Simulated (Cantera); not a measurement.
Cantera run, input and output.

```python
import numpy as np
import cantera as ct

gas = ct.Solution("gri30.yaml")


def delay(T, t_max=10):
    gas.TPX = T, 680000, {'CH4': 1, 'C2H6': 0.19, 'O2': 3.98, 'N2': 15}
    reactor = ct.IdealGasReactor(gas, clone=False)
    net = ct.ReactorNet([reactor])
    net.rtol, net.atol = 1e-8, 1e-16
    while net.time < t_max:
        t_old, T_old = net.time, reactor.T
        net.step()
        if reactor.T > T + 400:  # ignition: a rise of 400 K
            return t_old + (T + 400 - T_old) / (reactor.T - T_old) * (net.time - t_old)
    return np.nan


taus = []
for T in [1023, 1073, 1123, 1173, 1223, 1273, 1323]:
    taus.append(delay(T))
    print(f"T0 = {T:6g} K   tau = {taus[-1]:.4e} s")
```

Result:

```
T0 =   1023 K   tau = 2.2131e-02 s
T0 =   1073 K   tau = 8.2358e-03 s
T0 =   1123 K   tau = 3.3253e-03 s
T0 =   1173 K   tau = 1.4569e-03 s
T0 =   1223 K   tau = 6.9489e-04 s
T0 =   1273 K   tau = 3.6051e-04 s
T0 =   1323 K   tau = 2.0189e-04 s
```

Detailed kinetics in Cantera: GRI-Mech 3.0 (53 species, 325 reactions).
